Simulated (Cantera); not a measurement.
A closed system holds: 1 mol Fe(CO)₅, a varied amount of H₂, equilibrated at 1048.15 K and 10.0 mbar.

Points: n(H2) (mol) = 0.17, 0.28, 0.46, 0.76, 1.3, 2.1, 3.4, 5.6, 9.2, 15.

Cantera's Mixture.equilibrate('TP', solver="vcs", rtol=1e-11, max_steps=5000) on the NASA tables stopped like this:

```
1.388e-03  H2O 3.048e-04  CH4 2.482e-05
   condensed (mol): C(gr) 0.01049  Fe(a) 1
T = 1048.15 K  P = 1000 Pa  n(H2) = 2.1 mol  gas = 7.089 mol
   x: CO 7.027e-01  H2 2.957e-01  CO2 1.093e-03  H2O 3.877e-04  CH4 5.099e-05
   condensed (mol): C(gr) 0.01013  Fe(a) 1
T = 1048.15 K  P = 1000 Pa  n(H2) = 3.4 mol  gas = 8.389 mol
   x: CO 5.940e-01  H2 4.047e-01  CO2 7.807e-04  H2O 4.484e-04  CH4 9.546e-05
   condensed (mol): C(gr) 0.00951  Fe(a) 1
T = 1048.15 K  P = 1000 Pa  n(H2) = 5.6 mol  gas = 10.59 mol
   x: H2 5.281e-01  CO 4.708e-01  CO2 4.904e-04  H2O 4.638e-04  CH4 1.626e-04
   condensed (mol): C(gr) 0.008382  Fe(a) 1
ERROR: FAILURE its = 5001!

*******************************************************************************
CanteraError thrown by MultiPhase::equilibrate:
VCS solver failed. Return code: -1
*******************************************************************************
```

Q: What got this run through?

A: Several could match; the one computed here: The failure is numerical, not chemical. The same input converged with solver="gibbs", rtol=1e-10, max_steps=50000, and the result passed a check of the equilibrium conditions:
```
T = 1048.15 K  P = 1000 Pa  n(H2) = 0.17 mol  gas = 5.159 mol
   x: CO 9.650e-01  H2 3.289e-02  CO2 2.060e-03  H2O 5.921e-05
   condensed (mol): C(gr) 0.01093  Fe(a) 1
T = 1048.15 K  P = 1000 Pa  n(H2) = 0.28 mol  gas = 5.269 mol
   x: CO 9.449e-01  H2 5.304e-02  CO2 1.975e-03  H2O 9.350e-05  CH4 1.640e-06
   condensed (mol): C(gr) 0.01089  Fe(a) 1
T = 1048.15 K  P = 1000 Pa  n(H2) = 0.46 mol  gas = 5.449 mol
   x: CO 9.137e-01  H2 8.427e-02  CO2 1.847e-03  H2O 1.436e-04  CH4 4.140e-06
   condensed (mol): C(gr) 0.01083  Fe(a) 1
T = 1048.15 K  P = 1000 Pa  n(H2) = 0.76 mol  gas = 5.749 mol
   x: CO 8.662e-01  H2 1.320e-01  CO2 1.660e-03  H2O 2.132e-04  CH4 1.015e-05
   condensed (mol): C(gr) 0.01071  Fe(a) 1
T = 1048.15 K  P = 1000 Pa  n(H2) = 1.3 mol  gas = 6.289 mol
   x: CO 7.919e-01  H2 2.063e-01  CO2 1.388e-03  H2O 3.048e-04  CH4 2.482e-05
   condensed (mol): C(gr) 0.01049  Fe(a) 1
T = 1048.15 K  P = 1000 Pa  n(H2) = 2.1 mol  gas = 7.089 mol
   x: CO 7.027e-01  H2 2.957e-01  CO2 1.093e-03  H2O 3.877e-04  CH4 5.099e-05
   condensed (mol): C(gr) 0.01013  Fe(a) 1
T = 1048.15 K  P = 1000 Pa  n(H2) = 3.4 mol  gas = 8.389 mol
   x: CO 5.940e-01  H2 4.047e-01  CO2 7.807e-04  H2O 4.484e-04  CH4 9.546e-05
   condensed (mol): C(gr) 0.00951  Fe(a) 1
T = 1048.15 K  P = 1000 Pa  n(H2) = 5.6 mol  gas = 10.59 mol
   x: H2 5.281e-01  CO 4.708e-01  CO2 4.904e-04  H2O 4.638e-04  CH4 1.626e-04
   condensed (mol): C(gr) 0.008382  Fe(a) 1
T = 1048.15 K  P = 1000 Pa  n(H2) = 9.2 mol  gas = 14.19 mol
   x: H2 6.476e-01  CO 3.515e-01  H2O 4.246e-04  CO2 2.733e-04  CH4 2.445e-04
   condensed (mol): C(gr) 0.006433  Fe(a) 1
T = 1048.15 K  P = 1000 Pa  n(H2) = 15 mol  gas = 19.98 mol
   x: H2 7.496e-01  CO 2.496e-01  H2O 3.490e-04  CH4 3.276e-04  CO2 1.378e-04
   condensed (mol): C(gr) 0.003182  Fe(a) 1
```

The gas is ideal and each condensed phase is pure. Condensed phases not in the tables: cementite and carbon dissolved in iron.
